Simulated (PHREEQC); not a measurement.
0.13 g of hydrous ferric oxide (600 m²/g; 0.2 weak and 0.005 strong sites per Fe, Dzombak-Morel constants, diffuse double layer) in 1 kg of water with 0.1 mol/kgw of an inert sodium salt, at 25 °C; the pH is set by adding NaOH or the inert anion's acid. Oxygen alone is held at its pressure in air (log pO2 = -0.68). The system is closed to CO2. Precipitation was switched off in this run.

All values are PHREEQC results (ion-association model, wateq4f.dat), not measurements.

```tsv
pH	surface charge σ (C/m²)	surface potential ψ (mV)
4	0.321	147
4.38	0.285	141
4.75	0.244	133
5.12	0.201	123
5.5	0.159	111
5.88	0.122	98
6.25	0.091	84
6.62	0.066	69
7	0.045	52
7.38	0.027	35
7.75	0.013	17
8.12	0.000	0
8.5	-0.014	-19
8.88	-0.029	-37
9.25	-0.046	-54
9.62	-0.067	-70
10	-0.094	-85
```

Species that the database lacks are ignored.
